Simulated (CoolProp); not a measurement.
Vapour-liquid equilibrium of R125 (1) + R236EA (2) at 292.8 K; x and y are mole fractions of (1).

Model: multi-fluid Helmholtz-energy mixture model, Lemmon 2005 and Rui 2013; pair parameters Bell 2016, in CoolProp.

```json
[
 {"x": "0.05", "bubble pressure (MPa)": "0.2193", "y at the bubble point": "0.248", "dew pressure at overall composition x (MPa)": "0.1783", "liquid density (mol/L)": "9.550"},
 {"x": "0.2", "bubble pressure (MPa)": "0.3647", "y at the bubble point": "0.596", "dew pressure at overall composition x (MPa)": "0.2078", "liquid density (mol/L)": "9.715"},
 {"x": "0.35", "bubble pressure (MPa)": "0.5090", "y at the bubble point": "0.749", "dew pressure at overall composition x (MPa)": "0.2486", "liquid density (mol/L)": "9.869"},
 {"x": "0.5", "bubble pressure (MPa)": "0.6547", "y at the bubble point": "0.839", "dew pressure at overall composition x (MPa)": "0.3088", "liquid density (mol/L)": "10.01"},
 {"x": "0.65", "bubble pressure (MPa)": "0.8046", "y at the bubble point": "0.900", "dew pressure at overall composition x (MPa)": "0.4057", "liquid density (mol/L)": "10.12"},
 {"x": "0.8", "bubble pressure (MPa)": "0.9621", "y at the bubble point": "0.947", "dew pressure at overall composition x (MPa)": "0.5836", "liquid density (mol/L)": "10.18"},
 {"x": "0.95", "bubble pressure (MPa)": "1.133", "y at the bubble point": "0.987", "dew pressure at overall composition x (MPa)": "0.9727", "liquid density (mol/L)": "10.19"}
]
```

No azeotrope shows between x = 0.05 and 0.95.

Pair parameters are fitted to limited data, so mixtures are less certain than the pure fluids.
